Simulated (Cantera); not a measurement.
What does this Cantera script print?

```python
import numpy as np
import cantera as ct

surf = ct.Interface("ptcombust.yaml", "Pt_surf")
gas = surf.adjacent["gas"]
gas.TPX = 300, 18000, {'H2': 0.015, 'O2': 0.13, 'N2': 0.79}
jet = ct.ImpingingJet(gas=gas, width=0.072, surface=surf)
jet.inlet.mdot, jet.inlet.T, jet.inlet.X = 0.072, 300, {'H2': 0.015, 'O2': 0.13, 'N2': 0.79}
jet.set_refine_criteria(ratio=10, slope=0.2, curve=0.3)
show, cover = ['H2', 'O2', 'H2O', 'OH'], ["PT(S)", "H(S)", "O(S)", "OH(S)", "CO(S)", "C(S)"]

rows = []
print(f"{'Ts/K':>7s}" + "".join(f"{s:>11s}" for s in show + cover) + "   (gas at the wall, coverages)")
for i, Ts in enumerate([700, 750, 800, 850, 900, 950, 1000]):
    jet.surface.T = Ts
    if i == 0:
        surf.TP = Ts, 18000
        surf.coverages = "PT(S):0.5, O(S):0.5"
        surf.advance_coverages(1.0)
        jet.set_initial_guess(products="inlet")
    jet.solve(loglevel=0, auto=(i == 0))
    rows.append([*(jet.X[gas.species_index(s), -1] for s in show), *surf[cover].coverages])
    print(f"{Ts:7g}" + "".join(f"{x:11.3e}" for x in rows[-1]))
```

Result:

```
   Ts/K         H2         O2        H2O         OH      PT(S)       H(S)       O(S)      OH(S)      CO(S)       C(S)   (gas at the wall, coverages)
    700  1.485e-03  1.236e-01  2.794e-02  1.110e-10  2.860e-02  1.423e-09  9.691e-01  2.330e-03  2.410e-19  4.886e-28
    750  1.071e-03  1.232e-01  2.858e-02  6.490e-10  4.223e-02  3.681e-09  9.557e-01  2.058e-03  4.440e-20  1.031e-28
    800  6.865e-04  1.228e-01  2.918e-02  2.789e-09  6.988e-02  1.158e-08  9.281e-01  1.981e-03  2.391e-21  3.259e-28
    850  4.589e-04  1.226e-01  2.950e-02  9.692e-09  1.108e-01  3.370e-08  8.873e-01  1.903e-03  2.443e-20  9.706e-26
    900  3.246e-04  1.225e-01  2.964e-02  2.979e-08  1.616e-01  8.434e-08  8.366e-01  1.785e-03  4.303e-22  1.640e-24
    950  2.483e-04  1.224e-01  2.969e-02  8.072e-08  2.191e-01  1.840e-07  7.792e-01  1.638e-03  7.019e-21  1.394e-24
   1000  2.002e-04  1.224e-01  2.970e-02  1.997e-07  2.804e-01  3.597e-07  7.182e-01  1.480e-03  1.758e-21  1.234e-23
```

Computed with Cantera and Deutschmann's 1995 Pt surface mechanism with GRI-Mech 3.0 gas chemistry. Catalytic surfaces can have several steady states; this one follows from the mechanism file's or the stated starting coverage.
